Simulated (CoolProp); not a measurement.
Saturation properties of ethylene.

Model: reference Helmholtz-energy equation of state, Smukala 2000, in CoolProp.

```tsv
T (K)	p (MPa)	liquid density (kg/m³)	vapour Z
214.1	0.7801	497.3	0.8617
220.5	0.9728	?	0.8388
226.8	?	473.7	0.8140
233.2	1.454	460.8	0.7863
239.5	1.748	447.2	0.7563
245.9	?	432.3	0.7227
252.2	2.467	?	0.6858
258.6	2.901	397.8	0.6434
264.9	?	?	0.5952
271.3	?	?	0.5356
```

Some entries are withheld; supply them.


- 220.5, liquid density (kg/m³): 485.7
- 226.8, p (MPa): 1.194
- 245.9, p (MPa): 2.088
- 252.2, liquid density (kg/m³): 416.2
- 264.9, p (MPa): 3.382
- 264.9, liquid density (kg/m³): 376.8
- 271.3, p (MPa): 3.929
- 271.3, liquid density (kg/m³): 350.4

It boils at 169.4 K under 1 atm.
